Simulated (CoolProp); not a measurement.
n-butane at several states: density (kg/m³) from the reference equation and from simpler models built on Tc = 425.1 K, pc = 3.796 MPa, ω = 0.201; each cubic takes its own stable root.

Values from CoolProp's reference Helmholtz-energy equation of state, Bücker 2006.

```csv
T (K),p (MPa),phase,reference,ideal gas,van der Waals,Redlich-Kwong,Soave-Redlich-Kwong
505.3,0.0309,gas,0.4281,0.4275,0.4282,0.4282,0.4281
534.4,7.21,supercritical,___,94.31,152.1,140.6,129.1
336.4,0.161,gas,___,3.346,___,3.444,3.450
525,12,supercritical,265.0,___,250.9,261.1,239.1
432,10.8,supercritical,421.8,174.8,308.7,___,379.8
```

What belongs in the gaps?


- 534.4, reference: 135.3
- 336.4, reference: 3.456
- 336.4, van der Waals: 3.422
- 525, ideal gas: 159.8
- 432, Redlich-Kwong: 381.5
